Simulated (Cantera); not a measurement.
Input (Python, Cantera):

```python
import numpy as np
import cantera as ct

gas = ct.Solution("gri30.yaml")


def delay(T, t_max=10):
    gas.TPX = T, 210000, {'CH4': 1, 'O2': 4.08, 'N2': 15.3}
    reactor = ct.IdealGasConstPressureReactor(gas, clone=False)
    net = ct.ReactorNet([reactor])
    net.rtol, net.atol = 1e-8, 1e-16
    while net.time < t_max:
        t_old, T_old = net.time, reactor.T
        net.step()
        if reactor.T > T + 400:  # ignition: a rise of 400 K
            return t_old + (T + 400 - T_old) / (reactor.T - T_old) * (net.time - t_old)
    return np.nan


taus = []
for T in [1298, 1348, 1398, 1448, 1498, 1548, 1598, 1648, 1698]:
    taus.append(delay(T))
    print(f"T0 = {T:6g} K   tau = {taus[-1]:.4e} s")
```

Result:

```
T0 =   1298 K   tau = 4.5700e-03 s
T0 =   1348 K   tau = 2.5158e-03 s
T0 =   1398 K   tau = 1.4358e-03 s
T0 =   1448 K   tau = 8.5020e-04 s
T0 =   1498 K   tau = 5.2266e-04 s
T0 =   1548 K   tau = 3.3347e-04 s
T0 =   1598 K   tau = 2.2045e-04 s
T0 =   1648 K   tau = 1.5057e-04 s
T0 =   1698 K   tau = 1.0590e-04 s
```

Computed with Cantera and GRI-Mech 3.0 (53 species, 325 reactions).
